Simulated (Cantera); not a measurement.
A perfectly stirred reactor is fed with H₂ : O₂ : N₂ = 1 : 0.333 : 1.25 (molar parts), at 1.90 bar; it is adiabatic with a 700 K inlet, and is followed from long to short residence time, starting on the burning branch (τ in s: 0.28, 0.098, 0.034, 0.012, 0.004, 0.0014, 0.00048, 0.00017, 5.7e-05, 2e-05, 6.8e-06).

Detailed kinetics in Cantera: GRI-Mech 3.0 (53 species, 325 reactions).

One state of this run: T (K) = 2522; x H₂ = 0.146; x O₂ = 0.000103; x O = 0.000122; x HO₂ = 1.01e-7; x NO = 0.000417. x: mole fraction; the columns are a selection and need not sum to one.

Q: Which value of τ (s) does it belong to?
A. 0.098
B. 6.8e-6
C. 0.00048
D. 0.0014

A: A, 0.098
